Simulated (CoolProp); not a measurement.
R507A at 424.9 K and 1.41 MPa is compressed adiabatically to 5.24 MPa with isentropic efficiency 0.85. Each further row changes one setting.

The numbers come from the reference Helmholtz-energy equation of state, Lemmon 2003 in CoolProp. It is a pseudo-pure fit of the blend.

```tsv
case	work (kJ/kg)	final temperature (K)	final density (kg/m³)
as stated	___	___	___
efficiency 1	___	___	151
efficiency 0.65	___	___	___
```

### Question
Some entries are withheld; supply them.

### Answer

- as stated, work (kJ/kg): 52.7
- as stated, final temperature (K): 487.0
- as stated, final density (kg/m³): 147
- efficiency 1, work (kJ/kg): 44.8
- efficiency 1, final temperature (K): 480.8
- efficiency 0.65, work (kJ/kg): 69.0
- efficiency 0.65, final temperature (K): 499.6
- efficiency 0.65, final density (kg/m³): 141
